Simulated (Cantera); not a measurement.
**NO annealing gas**

An isothermal, constant-pressure homogeneous reactor starts with NO : N2 = 1 : 1.2 (molar parts), at 2000 K and 750 Torr.

Detailed kinetics in Cantera: GRI-Mech 3.0 (53 species, 325 reactions).

```tsv
t (s)	x NO	x N2O	x O	x O2	x NO2	x N2
2.00e-6	0.455	4.79e-7	4.63e-7	3.23e-10	1.80e-8	0.545
5.79e-6	0.455	1.38e-6	1.26e-6	2.59e-9	1.41e-7	0.545
1.68e-5	0.455	3.94e-6	3.10e-6	1.98e-8	9.97e-7	0.545
4.85e-5	0.455	1.10e-5	6.65e-6	1.43e-7	5.60e-6	0.545
0.000140	0.454	2.86e-5	1.47e-5	1.20e-6	2.33e-5	0.545
0.000406	0.454	6.22e-5	3.64e-5	1.54e-5	7.62e-5	0.546
0.00118	0.454	9.27e-5	6.15e-5	0.000166	0.000140	0.546
0.00340	0.453	9.73e-5	6.63e-5	0.000778	0.000152	0.546
0.00985	0.449	9.55e-5	7.22e-5	0.00257	0.000166	0.548
0.0285	0.439	9.06e-5	8.67e-5	0.00774	0.000198	0.553
0.0825	0.409	7.79e-5	0.000118	0.0223	0.000258	0.568
0.239	0.335	5.11e-5	0.000174	0.0593	0.000317	0.605
0.691	0.196	1.71e-5	0.000246	0.129	0.000266	0.675
2.00	0.0593	1.89e-6	0.000300	0.197	9.91e-5	0.743
```
x: mole fraction; the columns are a selection and need not sum to one.

Equilibrium at this temperature and pressure: NO 0.00783, N2O 4.35e-7, O 0.000318, O2 0.223, NO2 1.39e-5, N2 0.769 (gas phase only).
